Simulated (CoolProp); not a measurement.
Acetone along the isobar 3970 kPa: density (kg/m³) from the reference equation and from simpler models built on Tc = 235.0 °C, pc = 4692 kPa, ω = 0.307; each cubic takes its own stable root.

Values from CoolProp's reference Helmholtz-energy equation of state, Lemmon 2006. It is a short technical equation, of lower accuracy than the large ones.

```csv
T (°C),phase,reference
-37.15,liquid,854.3
-0.55,liquid,816.0
36.15,liquid,776.3
72.75,liquid,734.5
109.45,liquid,688.6
146.05,liquid,636.2
182.75,liquid,570.5
219.35,liquid,461.2
```

Question: How far does each simpler model (Soave-Redlich-Kwong, Peng-Robinson) lie from the reference over these 8 states: mean and median of the absolute difference, and the worst?

Answer: 
- Soave-Redlich-Kwong: mean 23.6 %, median 22.4 %, worst -31.1 % at 219.35 °C and 3970 kPa
- Peng-Robinson: mean 13.8 %, median 12.5 %, worst -22.7 % at 219.35 °C and 3970 kPa
